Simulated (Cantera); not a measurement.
A Cantera script and what it prints.

```python
import numpy as np
import cantera as ct

gas_names = [...]  # 123 gases of nasa_gas.yaml made of C, H, O, Si
cond_names = """
    C(gr) C6H6(L) C7H8(L) C8H18(L),n-octa H2O(s) H2O(L) Si(cr) Si(L) SiC(b) SiO2(Lqz) SiO2(hqz) SiO2(L)
""".split()


# ... load() reads the species with a 1 bar reference pressure and builds the phases ...
atoms = {
    'Si': {'Si': 1},
    'CO': {'C': 1, 'O': 1},
    'H2': {'H': 2},
}
top_T = {'C(gr)': 4500, 'SiC(b)': 3050}  # K; cautious upper limits of use, not melting points


# ... equilibrate(T, P, feed) seeds the gas with the atoms and calls Mixture.equilibrate('TP', solver="vcs", rtol=1e-11, max_steps=5000) ...
results = []
feed = {'Si': 1, 'CO': 2.5, 'H2': 1.1}  # mol
P = 101325  # Pa
for T in [900, 975, 1050, 1125, 1200, 1275, 1350, 1425, 1500]:
    mix = equilibrate(T, P, feed)
    results.append((T, P, feed, dict(zip(mix.species_names, mix.species_moles))))
    x = sorted(zip(gas.X, gas.species_names), reverse=True)
    print(f"T = {T:g} K  P = {P:g} Pa  gas = {mix.phase_moles(0):.4g} mol")
    print("   x: " + "  ".join(f"{s} {v:.3e}" for v, s in x if v > 1e-05))
    print("   condensed (mol): " + ("  ".join(f"{mix.phase(i).name} {mix.phase_moles(i):.4g}"
          for i in range(1, mix.n_phases) if mix.phase_moles(i) > 1e-12) or "none"))
```

Output:

```
T = 900 K  P = 101325 Pa  gas = 1.205 mol
   x: H2 5.591e-01  H2O 1.559e-01  CO 1.134e-01  CH4 9.883e-02  CO2 7.276e-02
   condensed (mol): C(gr) 2.157  SiO2(hqz) 1
T = 975 K  P = 101325 Pa  gas = 1.369 mol
   x: H2 6.258e-01  CO 2.052e-01  H2O 7.818e-02  CH4 4.986e-02  CO2 4.097e-02
   condensed (mol): C(gr) 2.095  SiO2(hqz) 1
T = 1050 K  P = 101325 Pa  gas = 1.49 mol
   x: H2 6.555e-01  CO 2.710e-01  H2O 3.267e-02  CH4 2.493e-02  CO2 1.591e-02
   condensed (mol): C(gr) 2.035  SiO2(hqz) 1
T = 1125 K  P = 101325 Pa  gas = 1.551 mol
   x: H2 6.698e-01  CO 2.987e-01  CH4 1.312e-02  H2O 1.304e-02  CO2 5.286e-03
   condensed (mol): C(gr) 2.008  SiO2(hqz) 1
T = 1200 K  P = 101325 Pa  gas = 1.577 mol
   x: H2 6.774e-01  CO 3.080e-01  CH4 7.345e-03  H2O 5.485e-03  CO2 1.816e-03
   condensed (mol): C(gr) 2  SiO2(hqz) 1
T = 1275 K  P = 101325 Pa  gas = 1.588 mol
   x: H2 6.815e-01  CO 3.110e-01  CH4 4.361e-03  H2O 2.504e-03  CO2 6.870e-04
   condensed (mol): C(gr) 1.998  SiO2(hqz) 1
T = 1350 K  P = 101325 Pa  gas = 1.593 mol
   x: H2 6.837e-01  CO 3.120e-01  CH4 2.731e-03  H2O 1.239e-03  CO2 2.876e-04
   condensed (mol): C(gr) 1.998  SiO2(hqz) 1
T = 1425 K  P = 101325 Pa  gas = 1.596 mol
   x: H2 6.850e-01  CO 3.124e-01  CH4 1.791e-03  H2O 6.586e-04  CO2 1.320e-04
   condensed (mol): C(gr) 1.998  SiO2(hqz) 1
T = 1500 K  P = 101325 Pa  gas = 1.597 mol
   x: H2 6.858e-01  CO 3.125e-01  CH4 1.225e-03  H2O 3.730e-04  CO2 6.568e-05  H 1.448e-05
   condensed (mol): C(gr) 1.999  SiO2(hqz) 1
```

Equilibrium computed with Cantera from the NASA thermochemical tables; the gas is ideal and each condensed phase is pure. The tables hold silica as quartz up to 1696 K and as liquid above; real silica turns to tridymite and cristobalite and melts near 1996 K.
